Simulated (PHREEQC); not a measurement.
A solution holds 0.009 mol/kgw HF, 0.0086 mol/kgw (CH3)4NF, 0.14 mol/kgw (NH4)2SiF6 and 0.0083 mol/kgw H2SO4, at 20 °C. Closed to the air; pH follows from the charge balance.

Equilibrium calculation in PHREEQC: ion-association model, wateq4f.dat.

**Question.** The ionic strength comes out as 0.439 mol/kgw. What activity coefficients do HF2-, SO4-2, HSO4-, SiF6-2, F- get?

**Answer.** HF2- 0.65, SO4-2 0.22, HSO4- 0.68, SiF6-2 0.23, F- 0.65.

This is a speciation only: nothing precipitates in the calculation. (CH3)4N+ isn't in the database: it is added as a free cation with an ion size of 4 Å. SiF6-2 is the database's only silicon fluoride.
